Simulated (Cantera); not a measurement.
Input (Python, Cantera) and output of one run.

```python
import numpy as np
import cantera as ct

gas_names = [...]  # 113 gases of nasa_gas.yaml made of C, H, O, Ti
cond_names = """
    C(gr) C6H6(L) C7H8(L) C8H18(L),n-octa H2O(s) H2O(L) Ti(a) Ti(b) Ti(L) TiC(s) TiC(L) TiO(a) TiO(b)
    TiO(L) TiO2(ru) TiO2(L) Ti2O3(a) Ti2O3(b) Ti2O3(L) Ti3O5(a) Ti3O5(b) Ti3O5(L) Ti4O7(s) Ti4O7(L)
""".split()


# ... load() reads the species with a 1 bar reference pressure and builds the phases ...
atoms = {
    'Ti(OiPr)4': {'Ti': 1, 'C': 12, 'H': 28, 'O': 4},
    'O2': {'O': 2},
    'H2': {'H': 2},
}
top_T = {'C(gr)': 4500}  # K; cautious upper limits of use, not melting points


# ... equilibrate(T, P, feed) seeds the gas with the atoms and calls Mixture.equilibrate('TP', solver="vcs", rtol=1e-11, max_steps=5000) ...
results = []
feed = {'Ti(OiPr)4': 1, 'O2': 6.4, 'H2': 130}  # mol
P = 5900  # Pa
for T in [1023, 1223, 1423, 1623, 1823, 2023, 2223]:
    mix = equilibrate(T, P, feed)
    results.append((T, P, feed, dict(zip(mix.species_names, mix.species_moles))))

top = {s: max(r[3][s] / sum(r[3][g] for g in gas_names) for r in results) for s in gas_names}
cols = sorted((s for s in top if top[s] > 0.001), key=lambda s: -top[s])[:8]
seen = [c for c in cond_names if any(r[3].get(c, 0) > 1e-12 for r in results)]
print("log10 of partial pressures in bar; condensed amounts in mol")
print(f"{'T/K':>10s}" + "".join(f"{s[:9]:>10s}" for s in cols + seen))
for T, P, feed, n in results:
    ng = sum(n[g] for g in gas_names)
    print(f"{T:10.4g}" + "".join(f"{np.log10(max(n[s] / ng * P / 1e5, 1e-99)):10.3f}" for s in cols)
          + "".join(f"{n.get(c, 0):10.4g}" for c in seen))
```

Result:

```
log10 of partial pressures in bar; condensed amounts in mol
       T/K        H2        CO         H       H2O       CO2  TiO2(ru)  Ti3O5(b)  Ti3O5(L)  Ti4O7(s)
      1023    -1.272    -2.354    -9.019    -3.014    -3.980         1         0         0         0
      1223    -1.272    -2.349    -7.158    -2.999    -4.240         1         0         0         0
      1423    -1.272    -2.347    -5.814    -2.991    -4.421         1         0         0         0
      1623    -1.273    -2.346    -4.797    -2.950    -4.514         0         0         0      0.25
      1823    -1.274    -2.346    -4.000    -2.936    -4.600         0    0.3333         0         0
      2023    -1.277    -2.347    -3.360    -2.936    -4.675         0    0.3331         0         0
      2223    -1.285    -2.350    -2.836    -2.940    -4.735         0         0    0.3292         0
```

Method: chemical equilibrium by Gibbs-energy minimisation in Cantera with the NASA 1993 tables (ideal gas, pure condensed phases). The feed counts by its element totals alone. Condensed phases not in the tables: Magnéli phases beyond Ti4O7.
